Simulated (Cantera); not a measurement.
Mixture: CH4 : O2 : N2 = 1 : 1.18 : 4.42 (molar parts), at 1.00 bar, adiabatic and at constant volume. Ignition delay is the time to a rise of 400 K.

Computed with Cantera and GRI-Mech 3.0 (53 species, 325 reactions).

Predict: delay at 1350 K; delay at 1425 K; delay at 1500 K; delay at 1575 K; delay at 1650 K; apparent activation energy between 1500 and 1650 K.


| Property | Result |
|---|---|
| delay at 1350 K | 7.69 ms |
| delay at 1425 K | 3.12 ms |
| delay at 1500 K | 1.36 ms |
| delay at 1575 K | 0.645 ms |
| delay at 1650 K | 0.332 ms |
| apparent activation energy between 1500 and 1650 K | 190 kJ/mol |
